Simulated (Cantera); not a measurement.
**Chemical vapour transport: PbO + H2O + O2**

Feed: 1 mol PbO, 0.099 mol H2O, 0.39 mol O2, held at 5.60 bar.

Cantera equilibrium calculation (NASA polynomials, part measured and part estimated; ideal gas, pure solids and liquids). Candidate condensed phases: H2O, Pb, PbO, PbO2, Pb3O4; 12 gas species. Gases not in the tables: (PbO)n polymers. Kinetics and transport are ignored.

From 825 K to 1125 K the condensed part is PbO(yellow). From 1175 K to 1425 K the condensed part is PbO(l).

```
T (K)  log p O2  log p H2O  log p PbO  log p OH  log p Pb  log p HO2  log p O  n PbO(yellow)  n PbO(l)
-----  --------  ---------  ---------  --------  --------  ---------  -------  -------------  --------
825        0.65       0.05      -9.60     -7.88      <-11      -8.98     <-11           1.00         0
875        0.65       0.05      -8.59     -7.29      <-11      -8.50     <-11           1.00         0
925        0.65       0.05      -7.69     -6.77      <-11      -8.07   -10.55           1.00         0
975        0.65       0.05      -6.89     -6.30      <-11      -7.68    -9.82           1.00         0
1025       0.65       0.05      -6.16     -5.87    -10.83      -7.34    -9.16           1.00         0
1075       0.65       0.05      -5.51     -5.49     -9.88      -7.02    -8.56           1.00         0
1125       0.65       0.05      -4.92     -5.14     -9.01      -6.73    -8.01          1.000         0
1175       0.65       0.05      -4.39     -4.82     -8.24      -6.47    -7.51              0     1.000
1225       0.65       0.05      -3.95     -4.52     -7.57      -6.23    -7.05              0     1.000
1275       0.65       0.05      -3.54     -4.25     -6.94      -6.01    -6.63              0     1.000
1325       0.65       0.05      -3.16     -4.00     -6.37      -5.80    -6.24              0     1.000
1375       0.65       0.05      -2.81     -3.76     -5.84      -5.61    -5.87              0     1.000
1425       0.65       0.05      -2.49     -3.55     -5.35      -5.43    -5.53              0     1.000
```
log p: log10 of the partial pressure in bar; n: condensed amount in mol.
